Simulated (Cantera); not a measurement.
## Thermodynamics of silicon epitaxy and polysilicon growth, feed Si₂H₆ + Cl₂ + N₂

Input: 1 mol Si₂H₆, 0.11 mol Cl₂, 27 mol N₂, equilibrated at 1300 K and 57.0 mbar.

These are equilibrium values from Cantera (NASA tables, ideal gas, pure condensed phases), not measurements of a reactor. Candidate condensed phases: NH₄Cl, Si, Si₃N₄; 28 gas species. The feed counts by its element totals alone. N₂ is the only nitrogen source here; it is nearly inert below about 1500 K, so the nitride shown seldom forms there in practice. The numbers say what is thermodynamically allowed, not how fast it happens.

- x(N₂): 0.892
- x(H₂): 0.100
- x(HCl): 0.00764
- x(H): 1.47e-6
- n(Si₃N₄(s)): 0.667 mol
- gas amount: 28.78 mol
- log10 activity of Si(s) (absent): -3.34
